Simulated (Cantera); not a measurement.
A perfectly stirred reactor is fed with NO : N₂ = 1 : 1.5 (molar parts), at 255 Torr; it is held at 2175 K, and followed from long to short residence time.

Detailed kinetics in Cantera: GRI-Mech 3.0 (53 species, 325 reactions).

Task: What does this change do: pressure from 255 Torr to 398 Torr?

Result: 
```csv
quantity,before,after
x(NO) at τ = 8.00 s,0.0290,0.0260
x(N₂) at τ = 8.00 s,0.785,0.786
x(O₂) at τ = 8.00 s,0.184,0.186
x(N₂O) at τ = 8.00 s,6.46e-7,6.85e-7
x(O) at τ = 8.00 s,0.00171,0.00138
x(NO) at τ = 57.0 ms,0.351,0.334
x(N₂) at τ = 57.0 ms,0.624,0.633
x(O₂) at τ = 57.0 ms,0.0239,0.0326
x(N₂O) at τ = 57.0 ms,5.67e-5,5.25e-5
x(O) at τ = 57.0 ms,0.000726,0.000649
```
